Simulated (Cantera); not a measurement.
A closed system holds: 1 mol C6H6, 0.0073 mol O2, at 2202 °C.

Equilibrium computed with Cantera from the NASA thermochemical tables; the gas is ideal and each condensed phase is pure. Candidate condensed phases: C, C6H6, C7H8, C8H18, H2O; 110 gas species. The ideal-gas law is rough above about 30 bar. Rates play no part.

x: gas mole fraction; n: condensed amount in mol.

```json
[
 {"P (Pa)": "10", "x H2": "0.142", "x H": "0.848", "x CH4": "3.16e-10", "x C2H2 (acetylene)": "___", "n C(graphite)": "5.90"},
 {"P (Pa)": "160", "x H2": "0.567", "x H": "0.423", "x CH4": "8.03e-8", "x C2H2 (acetylene)": "___", "n C(graphite)": "5.94"},
 {"P (Pa)": "2500", "x H2": "0.855", "x H": "0.132", "x CH4": "2.86e-6", "x C2H2 (acetylene)": "___", "n C(graphite)": "5.93"},
 {"P (Pa)": "40000", "x H2": "0.951", "x H": "0.0347", "x CH4": "5.66e-5", "x C2H2 (acetylene)": "0.00925", "n C(graphite)": "5.93"},
 {"P (Pa)": "630000", "x H2": "0.976", "x H": "0.00885", "x CH4": "0.000937", "x C2H2 (acetylene)": "0.00949", "n C(graphite)": "5.92"},
 {"P (Pa)": "10000000", "x H2": "0.967", "x H": "0.00221", "x CH4": "0.0146", "x C2H2 (acetylene)": "0.00941", "n C(graphite)": "5.88"}
]
```

Problem. Fill in the missing entries.

Solution. 
- 10, x C2H2 (acetylene): 0.00138
- 160, x C2H2 (acetylene): 0.00551
- 2500, x C2H2 (acetylene): 0.00832
